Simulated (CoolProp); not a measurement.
Vapour-liquid equilibrium of propane (1) + n-butane (2) at 0.0288 MPa; x and y are mole fractions of (1).

Values from CoolProp's multi-fluid Helmholtz-energy mixture model, Lemmon 2009 and Bücker 2006; pair parameters Kunz 2012.

| x | bubble temperature (K) | y at the bubble point | dew temperature at overall composition x (K) | liquid density (mol/L) |
|---|---|---|---|---|
| 0.05 | 239.2 | 0.236 | 242.7 | 11.03 |
| 0.125 | 233.6 | 0.474 | 241.3 | 11.27 |
| 0.2 | 229.0 | 0.626 | 239.9 | 11.49 |
| 0.275 | 225.2 | 0.728 | 238.3 | 11.71 |
| 0.35 | 222.0 | 0.799 | 236.7 | 11.92 |
| 0.425 | 219.2 | 0.850 | 234.9 | 12.13 |
| 0.5 | 216.8 | 0.888 | 232.9 | 12.34 |
| 0.575 | 214.6 | 0.917 | 230.7 | 12.56 |
| 0.65 | 212.8 | 0.940 | 228.2 | 12.77 |
| 0.725 | 211.1 | 0.958 | 225.3 | 12.99 |
| 0.8 | 209.5 | 0.972 | 221.9 | 13.20 |
| 0.875 | 208.1 | 0.984 | 217.6 | 13.43 |
| 0.95 | 206.8 | 0.994 | 211.8 | 13.65 |

No azeotrope shows between x = 0.05 and 0.95.

Pair parameters are fitted to limited data, so mixtures are less certain than the pure fluids.
